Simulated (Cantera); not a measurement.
A Cantera script and what it prints.

```python
import numpy as np
import cantera as ct

gas_names = [...]  # 87 gases of nasa_gas.yaml made of C, H, Si
cond_names = """
    C(gr) C6H6(L) C7H8(L) C8H18(L),n-octa Si(cr) Si(L) SiC(b)
""".split()


# ... load() reads the species with a 1 bar reference pressure and builds the phases ...
atoms = {
    'Si(CH3)4': {'Si': 1, 'C': 4, 'H': 12},
    'C3H8': {'C': 3, 'H': 8},
    'H2': {'H': 2},
}
top_T = {'C(gr)': 4500, 'SiC(b)': 3050}  # K; cautious upper limits of use, not melting points


# ... equilibrate(T, P, feed) seeds the gas with the atoms and calls Mixture.equilibrate('TP', solver="vcs", rtol=1e-11, max_steps=5000) ...
results = []
feed = {'Si(CH3)4': 1, 'C3H8': 0.39, 'H2': 540}  # mol
P = 1000  # Pa
for T in [1523, 1573, 1623, 1673, 1723, 1773, 1823, 1873, 1923, 1973, 2023, 2073]:
    mix = equilibrate(T, P, feed)
    results.append((T, P, feed, dict(zip(mix.species_names, mix.species_moles))))

top = {s: max(r[3][s] / sum(r[3][g] for g in gas_names) for r in results) for s in gas_names}
cols = sorted((s for s in top if top[s] > 1e-06), key=lambda s: -top[s])[:8]
seen = [c for c in cond_names if any(r[3].get(c, 0) > 1e-12 for r in results)]
print("log10 of partial pressures in bar; condensed amounts in mol")
print(f"{'T/K':>10s}" + "".join(f"{s[:9]:>10s}" for s in cols + seen))
for T, P, feed, n in results:
    ng = sum(n[g] for g in gas_names)
    print(f"{T:10.4g}" + "".join(f"{np.log10(max(n[s] / ng * P / 1e5, 1e-99)):10.3f}" for s in cols)
          + "".join(f"{n.get(c, 0):10.4g}" for c in seen))
```

Result:

```
log10 of partial pressures in bar; condensed amounts in mol
       T/K        H2         H C2H2,acet        Si      SiC2       SiH      Si2C       CH4     C(gr)    SiC(b)
      1523    -2.000    -5.636    -6.928    -9.843   -12.517   -10.377   -12.583    -6.638     4.144         1
      1573    -2.000    -5.391    -6.685    -9.279   -11.778    -9.898   -11.859    -6.737     4.137    0.9999
      1623    -2.000    -5.161    -6.458    -8.750   -11.087    -9.448   -11.181    -6.830     4.124    0.9998
      1673    -2.001    -4.944    -6.245    -8.253   -10.437    -9.025   -10.544    -6.917     4.101    0.9996
      1723    -2.001    -4.739    -6.044    -7.785    -9.826    -8.628    -9.946    -6.999     4.066    0.9988
      1773    -2.001    -4.547    -5.855    -7.344    -9.250    -8.253    -9.381    -7.077     4.015    0.9968
      1823    -2.002    -4.364    -5.677    -6.928    -8.706    -7.900    -8.849    -7.151     3.942     0.992
      1873    -2.003    -4.192    -5.509    -6.534    -8.192    -7.566    -8.346    -7.221     3.844    0.9807
      1923    -2.004    -4.028    -5.350    -6.160    -7.706    -7.249    -7.870    -7.288     3.717    0.9548
      1973    -2.006    -3.873    -5.200    -5.806    -7.244    -6.950    -7.418    -7.353     3.564    0.8977
      2023    -2.009    -3.726    -5.058    -5.469    -6.806    -6.665    -6.990    -7.416     3.398    0.7763
      2073    -2.012    -3.586    -4.924    -5.149    -6.390    -6.396    -6.583    -7.478     3.257    0.5256
```

Cantera equilibrium calculation (NASA polynomials, part measured and part estimated; ideal gas, pure solids and liquids). Gases not in the tables: Si2H6 and higher silanes.
